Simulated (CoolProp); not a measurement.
Nitrogen at 519.94 K and 5.25 MPa flows at 5.2 m/s in a round tube of 10 mm bore and 0.25 µm roughness, fully developed (64/Re and Nu = 3.66 if laminar; Colebrook and Gnielinski if turbulent). Each further row changes one setting.

Computed with CoolProp (reference Helmholtz-energy equation of state, Span 2000).

```tsv
case	Reynolds number	Darcy friction factor	pressure drop (Pa/m)	heat-transfer coefficient (W/(m² K))	mass flow (kg/h)
as stated	63600	0.0199	(withheld)	527	48.9
velocity 10.4 m/s	127000	0.0173	3110	911	97.8
diameter 20 mm	127000	(withheld)	387	454	(withheld)
```

Complete the blanks.


- as stated, pressure drop (Pa/m): 896
- diameter 20 mm, Darcy friction factor: 0.0172
- diameter 20 mm, mass flow (kg/h): 196

Viscosity comes from a separate model (Lemmon 2004). Thermal conductivity comes from a separate model (Lemmon 2004).
